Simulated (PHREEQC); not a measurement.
Consider water at 39 °C with 0.0016 mol/kgw HF, 0.0051 mol/kgw (CH3)4NF and 0.00013 mol/kgw H2SO4. Closed to the air; pH follows from the charge balance.

Model: ion-association model, phreeqc.dat, run in PHREEQC.

Each row changes one thing in this solution. No solid was allowed to form.

```
case                                      pH  ionic strength (mol/kgw)  F- (mol/kgw)  HF (mol/kgw)  HF2- (mol/kgw)
--------------------------------------  ----  ------------------------  ------------  ------------  --------------
as made                                 3.74                   0.00542       0.00500       0.00163         3.41e-5
HF left out                             4.58                   0.00526       0.00486      0.000227         4.61e-6
(CH3)4NF left out                       3.08                  0.000988      0.000620      0.000975         2.53e-6
H2SO4 from 0.00013 to 0.0013 mol/kgw    3.22                   0.00698       0.00319       0.00342         4.56e-5
H2SO4 left out                          3.82                   0.00526       0.00523       0.00141         3.08e-5
diluted 2-fold with water               3.80                   0.00278       0.00258      0.000752         8.12e-6
temperature from 39 to 40 °C            3.75                   0.00542       0.00500       0.00163         3.42e-5
(CH3)4NF from 0.0051 to 0.0102 mol/kgw  4.01                    0.0104       0.00998       0.00168         7.01e-5
diluted 10-fold with water              4.06                  0.000613      0.000574       9.53e-5         2.29e-7
```

(CH3)4N+ isn't in the database: it is added as a free cation with an ion size of 4 Å. Constants without temperature data keep their 25 °C values here.
